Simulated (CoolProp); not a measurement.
Saturation properties of dimethyl carbonate.

Model: reference Helmholtz-energy equation of state, Zhou 2011, in CoolProp.

```
T (K)  p (MPa)  vapour density (kg/m³)  enthalpy of vaporisation (kJ/kg)  liquid cp (kJ/(kg K))  surface tension (mN/m)
-----  -------  ----------------------  --------------------------------  ---------------------  ----------------------
397.8   0.2724                   7.889                             350.4                      …                    14.5
408.1   0.3523                   10.08                             342.3                  2.084                       …
418.4   0.4492                   12.72                             333.9                  2.117                    11.9
428.7   0.5653                   15.89                             325.1                  2.152                    10.7
438.9   0.7014                   19.63                             315.9                  2.190                       …
449.2   0.8628                   24.12                             306.1                  2.231                    8.42
459.5    1.051                   29.45                             295.7                  2.277                    7.32
469.8    1.269                   35.77                             284.5                  2.330                    6.27
480.1    1.519                   43.31                             272.4                  2.393                    5.26
490.3    1.803                   52.27                             259.2                  2.471                    4.32
500.6    2.129                   63.22                             244.5                  2.573                    3.42
510.9    2.501                   76.77                             227.6                  2.714                    2.58
```

### Question
Complete the blanks.

### Answer

- 397.8, liquid cp (kJ/(kg K)): 2.053
- 408.1, surface tension (mN/m): 13.2
- 438.9, surface tension (mN/m): 9.55

It boils at 363.3 K under 1 atm.

Surface tension comes from a separate correlation (Mulero 2014).
